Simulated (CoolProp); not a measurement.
Vapour-liquid equilibrium of dimethyl carbonate (1) + n-heptane (2) at 0.482 MPa; x and y are mole fractions of (1).

Values from CoolProp's multi-fluid Helmholtz-energy mixture model, Zhou 2011 and Span 2003; pair parameters Bell 2016.

Give the bubble temperature and the first vapour's composition at x = 0.2, 0.8, 0.95. Is there an azeotrope?

x = 0.2: 421.0 K, y = 0.364; x = 0.8: 414.8 K, y = 0.735; x = 0.95: 418.7 K, y = 0.901. y crosses x between x = 0.575 and 0.65: the model has an azeotrope there.

Pair parameters are fitted to limited data, so mixtures are less certain than the pure fluids.
